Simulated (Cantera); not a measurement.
A closed system holds: 1 mol BF3, a varied amount of O2, held at 1600 K and 39.0 mbar.

These are equilibrium values from Cantera (NASA tables, ideal gas, pure condensed phases), not measurements of a reactor. Candidate condensed phases: B, B2O3; 21 gas species. Rates play no part.

x: gas mole fraction; nothing condenses.

```json
[
 {"n(O2) (mol)": "0.094", "x BF3": "0.914", "x O2": "0.0858", "x F": "0.000324", "x BOF": "0.000153", "x O": "___", "x BOF2": "1.68e-5", "x BF2": "4.30e-8"},
 {"n(O2) (mol)": "0.16", "x BF3": "0.862", "x O2": "0.138", "x F": "0.000344", "x BOF": "0.000162", "x O": "___", "x BOF2": "1.88e-5", "x BF2": "3.81e-8"},
 {"n(O2) (mol)": "0.26", "x BF3": "0.793", "x O2": "0.206", "x F": "0.000358", "x BOF": "0.000169", "x O": "___", "x BOF2": "2.04e-5", "x BF2": "3.37e-8"},
 {"n(O2) (mol)": "0.43", "x BF3": "0.699", "x O2": "0.300", "x F": "0.000366", "x BOF": "0.000172", "x O": "___", "x BOF2": "2.12e-5", "x BF2": "2.91e-8"},
 {"n(O2) (mol)": "0.72", "x BF3": "0.581", "x O2": "0.418", "x F": "0.000363", "x BOF": "0.000171", "x O": "___", "x BOF2": "2.10e-5", "x BF2": "2.43e-8"},
 {"n(O2) (mol)": "1.2", "x BF3": "0.454", "x O2": "0.545", "x F": "0.000349", "x BOF": "0.000165", "x O": "___", "x BOF2": "1.94e-5", "x BF2": "1.98e-8"},
 {"n(O2) (mol)": "2", "x BF3": "0.333", "x O2": "0.666", "x F": "0.000325", "x BOF": "0.000154", "x O": "6.00e-5", "x BOF2": "1.69e-5", "x BF2": "1.56e-8"},
 {"n(O2) (mol)": "3.3", "x BF3": "0.232", "x O2": "0.767", "x F": "0.000295", "x BOF": "0.000140", "x O": "6.43e-5", "x BOF2": "1.40e-5", "x BF2": "1.20e-8"},
 {"n(O2) (mol)": "5.4", "x BF3": "0.156", "x O2": "0.843", "x F": "0.000262", "x BOF": "0.000125", "x O": "6.74e-5", "x BOF2": "1.11e-5", "x BF2": "9.07e-9"},
 {"n(O2) (mol)": "9", "x BF3": "0.0999", "x O2": "0.900", "x F": "0.000228", "x BOF": "0.000110", "x O": "6.97e-5", "x BOF2": "8.43e-6", "x BF2": "6.67e-9"}
]
```

Some entries are withheld; supply them.


- 0.094, x O: 2.15e-5
- 0.16, x O: 2.73e-5
- 0.26, x O: 3.33e-5
- 0.43, x O: 4.03e-5
- 0.72, x O: 4.75e-5
- 1.2, x O: 5.42e-5
